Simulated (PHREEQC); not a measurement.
Consider water at 25 °C with 0.62 mol K2CO3 and 4.9 mol NaCl per kg of water. Closed to the air; pH follows from the charge balance.

Equilibrium calculation in PHREEQC: Pitzer model, pitzer.dat.

```
quantity                   before    after
------------------------  -------  -------
pH                          11.38    10.72
ionic strength (mol/kgw)     6.76     5.08
HCO3- (mol/kgw)           0.00359  0.00112
CO2 (mol/kgw)             4.56e-9  7.76e-9
SI of Halite (NaCl)         -0.35    -0.33
SI of Sylvite (KCl)         -0.43    -1.47
```

Task: Which change was made?
A. diluted 2-fold with water
B. temperature from 25 to 20 °C
C. NaCl from 4.9 to 4.41 mol/kgw
D. K2CO3 from 0.62 to 0.31 mol/kgw
E. K2CO3 from 0.62 to 0.062 mol/kgw

Result: E, K2CO3 from 0.62 to 0.062 mol/kgw

Precipitation was switched off in this run. In brines, pH and single-ion activities rest on the MacInnes convention.
